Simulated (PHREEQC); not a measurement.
Brine: an equilibrium model

A solution holds 0.51 mol H2SO4 and 2.3 mol NaCl per kg of water, at 25 °C. Closed to the air; pH follows from the charge balance.

All values are PHREEQC results (Pitzer model, pitzer.dat), not measurements.

No solid was allowed to form.

Predict the pH.

pH -0.09.

In which forms is S present?

HSO4- 75 %, SO4-2 25 % of the S.

Species that the database lacks are ignored. In brines, pH and single-ion activities rest on the MacInnes convention.
